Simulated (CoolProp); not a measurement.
A closed Brayton cycle with dry air: compressor inlet 318.15 K and 1.5 MPa, high pressure 3.77 MPa, turbine inlet 720 K, compressor efficiency 0.89, turbine efficiency 0.93, recuperator effectiveness 0.9 (on enthalpy, no pinch check). Each further row changes one setting.

The numbers come from the reference Helmholtz-energy equation of state, Lemmon 2000 in CoolProp. It is a pseudo-pure fit of the blend.

```
case                           thermal efficiency (%)  net work (kJ/kg)  compressor to turbine work  compressor exit (K)  turbine exit (K)
-----------------------------  ----------------------  ----------------  --------------------------  -------------------  ----------------
as stated                                         ___              49.7                        0.69                426.0             571.9
turbine inlet 670 K                               ___              38.5                         ___                426.0               ___
compressor inlet 328.15 K                        26.6               ___                        0.71                439.2             571.9
high pressure 3.2 MPa                            29.7              45.8                         ___                  ___               ___
recuperator effectiveness 0.5                    21.1              49.7                        0.69                426.0             571.9
```

**Question.** Some entries are withheld; supply them.

**Answer.** 
- as stated, thermal efficiency (%): 28.3
- turbine inlet 670 K, thermal efficiency (%): 24.1
- turbine inlet 670 K, compressor to turbine work: 0.74
- turbine inlet 670 K, turbine exit (K): 530.9
- compressor inlet 328.15 K, net work (kJ/kg): 46.2
- high pressure 3.2 MPa, compressor to turbine work: 0.66
- high pressure 3.2 MPa, compressor exit (K): 404.8
- high pressure 3.2 MPa, turbine exit (K): 596.0
